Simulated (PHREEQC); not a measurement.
Consider water at 25 °C with 0.027 mol/kgw CuSO4, 3.7e-05 mol/kgw H2SO4 and 0.19 mol/kgw H3BO3. Closed to the air; pH follows from the charge balance.

The numbers come from PHREEQC with the ion-association model, phreeqc.dat.

No solid was allowed to form.

**Question.** Order these S species by the share of S that they hold, largest first: HSO4-, SO4-2, CuSO4.

**Answer.** SO4-2 (61 %), CuSO4 (39 %), HSO4- (0.13 %)

The pH is 4.37 and the ionic strength 0.0662 mol/kgw.
